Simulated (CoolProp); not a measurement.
A single-stage vapour-compression cycle with the fluid: evaporating at 272.15 K (dew point), condensing at 336.15 K (bubble point), superheat 5 K, subcooling 0 K, compressor efficiency 0.75, no pressure losses. The same conditions are run with several fluids, on thermodynamics alone (safety and materials aside).

The numbers come from the reference Helmholtz-energy equation of state of each fluid (R113: Marx 1992; R152A: Outcalt 1996; n-perfluorobutane: Gao 2022; R236EA: Rui 2013; R21: Platzer 1990) in CoolProp. The equations of Platzer and Polt are older, rougher fits.

Question: Rank R113, R152A, n-perfluorobutane, R236EA, R21 by cooling COP, highest first.

Answer: R21 (2.56), R113 (2.43), R152A (2.29), R236EA (2.12), n-perfluorobutane (1.24)

| fluid | pressure ratio | discharge temperature (K) | refrigerating effect (kJ/kg) | volumetric capacity (kJ/m³) |
|---|---|---|---|---|
| R113 | 11.5 | 344.8 | 103 | 121 |
| R152A | 6.32 | 373.3 | 195 | 1540 |
| n-perfluorobutane | 7.34 | 336.1 | 27.1 | 310 |
| R236EA | 8.71 | 337.6 | 91.4 | 467 |
| R21 | 8.30 | 396.2 | 180 | 560 |

The compression ends wet for: n-perfluorobutane.
